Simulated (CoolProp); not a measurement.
R141b along the isobar 166 bar: density (kg/m³) from the reference equation and from simpler models built on Tc = 204.4 °C, pc = 42.12 bar, ω = 0.220; each cubic takes its own stable root.

Values from CoolProp's reference Helmholtz-energy equation of state, Lemmon 2006. It is a short technical equation, of lower accuracy than the large ones.

```tsv
T (°C)	phase	reference	van der Waals	Redlich-Kwong	Peng-Robinson
130.65	liquid	1073	725.2	979.9	1121
138.05	liquid	1058	719.0	966.3	1104
145.45	liquid	___	712.7	952.5	1087
152.85	liquid	1027	___	938.6	___
160.25	liquid	1012	699.9	924.4	1050
167.65	liquid	995.8	693.4	___	1032
175.05	liquid	979.4	686.8	895.5	1012
182.45	liquid	___	___	880.8	992.4
189.85	liquid	945.7	673.4	865.9	972.2
197.25	liquid	928.4	666.6	850.8	951.5
204.65	supercritical	910.6	659.8	835.6	930.4
212.05	supercritical	892.5	652.8	820.3	908.9
219.45	supercritical	874.0	645.8	804.8	887.0
226.85	supercritical	855.2	638.7	___	864.8
```

Task: Complete the blanks.

Result: 
- 145.45, reference: 1043
- 152.85, van der Waals: 706.3
- 152.85, Peng-Robinson: 1069
- 167.65, Redlich-Kwong: 910.0
- 182.45, reference: 962.8
- 182.45, van der Waals: 680.2
- 226.85, Redlich-Kwong: 789.2
